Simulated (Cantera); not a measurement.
A freely propagating, adiabatic, planar premixed flame of CH4 : O2 : N2 : CO2 = 1 : 2.13 : 8 : 0.26 (molar parts), equivalence ratio 0.94, unburnt at 550 K and 0.300 bar; mixture-averaged transport, grid criteria slope 0.08 and curve 0.16, no radiation.

Cantera simulation using GRI-Mech 3.0 (53 species, 325 reactions); the numbers are that mechanism's predictions, not measurements. Burning velocities carry a grid error of a few per cent, more on coarse grids.

### Question
What does this change do: 0.88 parts H2 added?

### Answer
| quantity | before | after |
|---|---|---|
| laminar burning velocity | 124 cm/s | 197 cm/s |
| thermal thickness | 1.05 mm | 0.862 mm |
| peak x(CH2CO) | 8.21e-5 | 6.44e-5 |
| peak x(HCN) | 2.00e-6 | 3.80e-6 |
| peak x(CH2O) | 0.000980 | 0.000903 |

### Question
What does this change do: inlet temperature 550 to 473 K?

### Answer
```
quantity                    before      after
------------------------  --------  ---------
laminar burning velocity  124 cm/s  94.0 cm/s
thermal thickness          1.05 mm    1.12 mm
peak x(CH2CO)              8.21e-5    7.25e-5
peak x(HCN)                2.00e-6    1.76e-6
peak x(CH2O)              0.000980   0.000909
```
